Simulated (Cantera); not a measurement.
Moist CO burnout

An isothermal, constant-pressure homogeneous reactor starts with CO : O2 : H2O : N2 = 0.0048 : 0.0022 : 0.0039 : 1 (molar parts), equivalence ratio 1.1, at 1423 K and 250000 Pa.

Cantera simulation using GRI-Mech 3.0 (53 species, 325 reactions); the numbers are that mechanism's predictions, not measurements.

```
t (s)         x CO      x O2    x H2O     x NO2     x HO2       x O
--------  --------  --------  -------  --------  --------  --------
0.000100   0.00475   0.00218  0.00386    <1e-12  1.20e-10   2.22e-9
0.000353   0.00475   0.00218  0.00386    <1e-12   2.19e-9   1.86e-8
0.00125    0.00470   0.00215  0.00384    <1e-12   7.57e-7   1.52e-5
0.00440    0.00114  0.000487  0.00351  2.59e-10   3.00e-7   5.94e-5
0.0155    0.000441   9.17e-5  0.00370  1.99e-10   5.37e-8   6.25e-6
0.0548    0.000313   1.37e-5  0.00375  8.83e-11   7.24e-9   6.59e-7
0.193     0.000292   1.01e-6  0.00376  2.11e-11  3.84e-10   3.45e-8
0.682     0.000290   6.00e-8  0.00376  3.91e-12  9.27e-12   1.31e-9
2.41      0.000290   4.45e-9  0.00376  1.01e-12    <1e-12  7.31e-11
8.50      0.000290  3.77e-10  0.00376    <1e-12    <1e-12  1.44e-11
30.0      0.000290  2.11e-10  0.00376    <1e-12    <1e-12  1.27e-11
```
x: mole fraction; the columns are a selection and need not sum to one.

Equilibrium at this temperature and pressure: CO 0.000289, O2 2.03e-10, H2O 0.00376, NO2 <1e-12, HO2 <1e-12, O 1.22e-11 (gas phase only).
